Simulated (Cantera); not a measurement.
## Transport properties of process gases

Gas mixture: 100 % CH3OH, at 10.0 bar, frozen composition.

Cantera's kinetic-theory transport with the Lennard-Jones parameters of GRI-Mech 3.0, ideal gas; thermal conductivity in the multicomponent form. Polar gases are described roughly by these parameters.

```tsv
T (K)	ρ (kg/m³)	cp (J/kg/K)	μ (µPa s)	λ (mW/m/K)	Pr	D (cm²/s) H2O	D (cm²/s) N2	D (cm²/s) CO2
400	9.63	1604	13.1	28.1	0.748	0.0276	0.0268	0.0192
500	7.71	1858	16.4	40.8	0.748	0.0433	0.0404	0.0295
600	6.42	2101	19.7	55.2	0.749	0.0622	0.0561	0.0417
700	5.51	2314	22.8	70.3	0.750	0.0840	0.0737	0.0556
800	4.82	2491	25.8	85.5	0.751	0.109	0.0931	0.0709
900	4.28	2643	28.6	101	0.751	0.136	0.114	0.0877
```
D: mixture-averaged diffusion coefficient of that species in the mixture.
